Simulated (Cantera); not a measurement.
Cantera run:

```python
import numpy as np
import cantera as ct

gas_names = """
    B BH BH2 BH3 BN BO BO2 B2 B2O B2O2 B2O3 B3O3H3 H HBO HBO2 HNO HNO2 HNO3 HO2 H2 H2O H2O2 H3B3O6 N NH
    NH2 NH3 NH2OH NO NO2 NO3 N2 N2H2 N2H4 N2O O OH O2 O3
""".split()
cond_names = """
    B(b) B(L) BN(s) B2O3(L) B3O3H3(cr) H2O(s) H2O(L)
""".split()


# ... load() reads the species with a 1 bar reference pressure and builds the phases ...
atoms = {
    'borazine': {'B': 3, 'N': 3, 'H': 6},
    'O2': {'O': 2},
    'N2': {'N': 2},
}
top_T = {'BN(s)': 3200}  # K; cautious upper limits of use, not melting points


# ... equilibrate(T, P, feed) seeds the gas with the atoms and calls Mixture.equilibrate('TP', solver="vcs", rtol=1e-11, max_steps=5000) ...
results = []
feed = {'borazine': 1, 'O2': 4.2, 'N2': 7.7}  # mol
P = 1400  # Pa
for T in [800, 950, 1100, 1250, 1400, 1550, 1700]:
    mix = equilibrate(T, P, feed)
    results.append((T, P, feed, dict(zip(mix.species_names, mix.species_moles))))

top = {s: max(r[3][s] / sum(r[3][g] for g in gas_names) for r in results) for s in gas_names}
cols = sorted((s for s in top if top[s] > 0.0001), key=lambda s: -top[s])[:6]
seen = [c for c in cond_names if any(r[3].get(c, 0) > 1e-12 for r in results)]
print("log10 of partial pressures in bar; condensed amounts in mol")
print(f"{'T/K':>10s}" + "".join(f"{s[:9]:>10s}" for s in cols + seen))
for T, P, feed, n in results:
    ng = sum(n[g] for g in gas_names)
    print(f"{T:10.4g}" + "".join(f"{np.log10(max(n[s] / ng * P / 1e5, 1e-99)):10.3f}" for s in cols)
          + "".join(f"{n.get(c, 0):10.4g}" for c in seen))
```

It prints:

```
log10 of partial pressures in bar; condensed amounts in mol
       T/K        N2       H2O      HBO2        O2      B2O3       BO2   B2O3(L)
       800    -1.992    -2.482    -8.125    -3.302   -16.722   -15.938     1.476
       950    -1.992    -2.480    -6.302    -3.303   -12.572   -12.471      1.49
      1100    -1.992    -2.480    -4.999    -3.303    -9.592    -9.968     1.491
      1250    -1.994    -2.487    -4.027    -3.305    -7.356    -8.078     1.455
      1400    -2.000    -2.523    -3.291    -3.313    -5.619    -6.604     1.261
      1550    -2.022    -2.654    -2.757    -3.338    -4.235    -5.428    0.5929
      1700    -2.041    -2.768    -2.601    -3.365    -3.656    -4.742         0
```

Equilibrium computed with Cantera from the NASA thermochemical tables; the gas is ideal and each condensed phase is pure. The feed counts by its element totals alone. Gases not in the tables: H3BO3.
